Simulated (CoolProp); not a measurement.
Values from CoolProp's reference Helmholtz-energy equation of state, Lemmon 2006. It is a short technical equation, of lower accuracy than the large ones.

Task: For nitrous oxide, give the phase and the Z, Joule-Thomson coefficient (K/MPa), isothermal compressibility (1/MPa) at 80.25 °C and 1.34 MPa.

Result: 
- 80.25 °C and 1.34 MPa: gas; Z 0.958, Joule-Thomson coefficient 7.42, isothermal compressibility 0.780
